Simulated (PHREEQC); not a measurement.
Make-up at 25 °C: 0.00099 mol HBr, 0.0011 mol FeCl3 and 0.00037 mol KCl per kg of water. Closed to the air; pH follows from the charge balance.

All values are PHREEQC results (ion-association model, phreeqc.dat), not measurements.

No solid was allowed to form.

**Question.** Order these Fe species by the share of Fe that they hold, largest first: Fe(OH)2+, Fe+3, FeOH+2, Fe2(OH)2+4, FeCl+2.

**Answer.** FeOH+2 (61 %), Fe+3 (24 %), Fe(OH)2+ (8.9 %), Fe2(OH)2+4 (4.4 %), FeCl+2 (1.7 %)

The pH is 2.75 and the ionic strength 0.00627 mol/kgw. The solution is supersaturated, for example in Hematite (slow to form), Goethite (slow to form), so a real one may precipitate; this is no full list.
